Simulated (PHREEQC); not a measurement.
Solution (30 °C): 1.1 mmol/kgw H2SO4, 0.83 mmol/kgw Li2SO4 and 57 mmol/kgw MnSO4. Closed to the air; pH follows from the charge balance.

Equilibrium calculation in PHREEQC: ion-association model, wateq4f.dat.

Precipitation was switched off in this run.

Question: Estimate the pH, ionic strength.

Answer: pH 3.11; ionic strength 0.132 mol/kgw.

Question: In which forms is Mn present?

Answer: Mn+2 57 %, MnSO4 43 % of the Mn.
